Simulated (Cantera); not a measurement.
**Transport properties of process gases**

Gas mixture: H₂ : N₂ : C₂H₂ : C₂H₄ = 0.3 : 0.35 : 0.29 : 0.58 (molar parts), at 0.0444 atm, frozen composition.

Cantera's kinetic-theory transport with the Lennard-Jones parameters of GRI-Mech 3.0, ideal gas; thermal conductivity in the mixture-averaged form. The composition is frozen, though it would react at the higher temperatures.

| T (K) | ρ (kg/m³) | cp (J/kg/K) | μ (µPa s) | λ (mW/m/K) | Pr | D (cm²/s) NO | D (cm²/s) C₂H₂ | D (cm²/s) CO₂ |
|---|---|---|---|---|---|---|---|---|
| 400 | 0.0305 | 1874 | 15.6 | 56.6 | 0.518 | 7.63 | 6.54 | 5.87 |
| 550 | 0.0222 | 2172 | 20.3 | 78.5 | 0.561 | 13.3 | 11.7 | 10.5 |
| 700 | 0.0174 | 2411 | 24.4 | 99.8 | 0.589 | 20.2 | 17.8 | 16.2 |
| 850 | 0.0143 | 2598 | 28.1 | 121 | 0.605 | 28.1 | 25.0 | 22.7 |
| 1000 | 0.0122 | 2769 | 31.5 | 141 | 0.620 | 36.9 | 33.0 | 30.0 |
| 1150 | 0.0106 | 2906 | 34.7 | 161 | 0.629 | 46.7 | 41.9 | 38.1 |
D: mixture-averaged diffusion coefficient of that species in the mixture.
